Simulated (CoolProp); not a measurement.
Cyclopentane at 293.15 K and 0.00443 MPa is throttled through a valve to 0.00156 MPa with no heat exchange. Each further row changes one setting.

Computed with CoolProp (reference Helmholtz-energy equation of state, Gedanitz 2015).

```csv
case,temperature change (K),final density (kg/m³)
as stated,-0.1,0.0449
outlet pressure 0.000468 MPa,-0.2,0.0135
outlet pressure 0.00203 MPa,-0.1,0.0585
```
